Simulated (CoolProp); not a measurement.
A closed Brayton cycle with dry air: compressor inlet 327.15 K and 4.3 MPa, high pressure 8.95 MPa, turbine inlet 665 K, compressor efficiency 0.85, turbine efficiency 0.93, recuperator effectiveness 0.9 (on enthalpy, no pinch check). Each further row changes one setting.

The numbers come from the reference Helmholtz-energy equation of state, Lemmon 2000 in CoolProp. It is a pseudo-pure fit of the blend.

```csv
case,thermal efficiency (%),net work (kJ/kg),compressor to turbine work,compressor exit (K),turbine exit (K)
as stated,21.3,29.5,0.76,417.4,552.3
turbine inlet 615 K,16.3,?,0.82,417.4,509.6
compressor inlet 337.15 K,19.4,?,?,?,552.3
high pressure 7.61 MPa,22.7,26.8,0.72,?,?
recuperator effectiveness 0.5,15.1,29.5,0.76,417.4,552.3
```

**Question.** Fill in the missing entries.

**Answer.** 
- turbine inlet 615 K, net work (kJ/kg): 20.3
- compressor inlet 337.15 K, net work (kJ/kg): 26.6
- compressor inlet 337.15 K, compressor to turbine work: 0.78
- compressor inlet 337.15 K, compressor exit (K): 430.1
- high pressure 7.61 MPa, compressor exit (K): 395.8
- high pressure 7.61 MPa, turbine exit (K): 575.6
